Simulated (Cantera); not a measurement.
An isothermal, constant-pressure homogeneous reactor starts with 5.18 % H2, 7.29 % O2, 87.5 % N2, at 1025 K and 750 Torr.

Model: GRI-Mech 3.0 (53 species, 325 reactions), integrated in Cantera. The temperature is held fixed by assumption; the heat of reaction is taken as removed at once.

x: mole fraction; the columns are a selection and need not sum to one.

| t (s) | x H2 | x O2 | x OH | x N2O | x NO2 | x NO | x H |
|---|---|---|---|---|---|---|---|
| 4.00e-5 | 0.0518 | 0.0729 | 2.77e-11 | <1e-12 | <1e-12 | <1e-12 | 2.81e-10 |
| 0.000168 | 0.0518 | 0.0729 | [?] | <1e-12 | <1e-12 | <1e-12 | [?] |
| 0.000709 | 0.00944 | 0.0526 | 0.000303 | 1.93e-8 | 4.09e-10 | 2.04e-7 | 0.000574 |
| 0.00299 | 0.00192 | 0.0492 | 8.07e-6 | 3.51e-8 | 2.67e-8 | 1.92e-7 | 2.82e-6 |
| 0.0126 | [?] | 0.0488 | [?] | [?] | [?] | [?] | [?] |
| 0.0529 | 0.000327 | 0.0484 | 1.20e-6 | 4.73e-8 | 1.25e-7 | 9.39e-8 | 7.66e-8 |
| 0.223 | 5.24e-5 | 0.0483 | 3.82e-7 | 5.24e-8 | 1.76e-7 | 4.22e-8 | 3.94e-9 |
| 0.938 | 6.60e-6 | 0.0483 | 1.03e-7 | 5.35e-8 | 1.94e-7 | 2.46e-8 | 1.41e-10 |
| 3.95 | 3.48e-7 | 0.0483 | 4.52e-8 | 5.26e-8 | 1.62e-7 | 5.71e-8 | 3.72e-12 |
| 16.6 | 5.35e-10 | 0.0483 | 3.76e-8 | 4.80e-8 | 5.21e-8 | 1.67e-7 | <1e-12 |
| 70.0 | 4.39e-11 | 0.0483 | 9.67e-8 | 3.28e-8 | 4.45e-9 | 2.14e-7 | <1e-12 |

Some entries are withheld; supply them.


- 0.000168, x OH: 2.18e-9
- 0.000168, x H: 2.11e-8
- 0.0126, x H2: 0.00106
- 0.0126, x OH: 2.56e-6
- 0.0126, x N2O: 4.01e-8
- 0.0126, x NO2: 7.47e-8
- 0.0126, x NO: 1.44e-7
- 0.0126, x H: 5.08e-7
